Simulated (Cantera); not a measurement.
Feed: 1 mol Si, 0.012 mol Cl₂, 0.089 mol H₂, at 773.15 K and 940000 Pa.

Equilibrium computed with Cantera from the NASA thermochemical tables; the gas is ideal and each condensed phase is pure. Candidate condensed phases: Si; 19 gas species. Equilibrium is a limit: real reactors are often held back by kinetics, nucleation or transport.

Base state: H₂ 0.923, SiHCl₃ 0.0428, SiCl₄ 0.0294, SiH₂Cl₂ 0.00479, HCl 0.000400, SiH₃Cl 0.000121 (mole fractions); condensed: Si(s).

Problem. What changes in the equilibrium state with this change: Cl₂ from 0.012 to 0.017 mol?

Solution. 
| species | before | after |
|---|---|---|
| H₂ | 0.923 | 0.894 |
| SiHCl₃ | 0.0428 | 0.0564 |
| SiCl₄ | 0.0294 | 0.0434 |
| SiH₂Cl₂ | 0.00479 | 0.00564 |
| HCl | 0.000400 | 0.000434 |
| SiH₃Cl | 0.000121 | 0.000128 |
| Si(s), mol | 0.993 | 0.990 |

Problem. What changes in the equilibrium state with this change: temperature from 773.15 K to 1400 K?

Solution. 
```tsv
species	before	after
H₂	0.923	0.887
HCl	0.000400	0.0482
SiHCl₃	0.0428	0.0261
SiCl₄	0.0294	0.0200
SiCl₂	1.62e-7	0.00774
SiCl₃	5.74e-6	0.00604
Si(s), mol	0.993	0.994
```
The tables' values for SiCl₃ are old estimates; treat these amounts as uncertain.
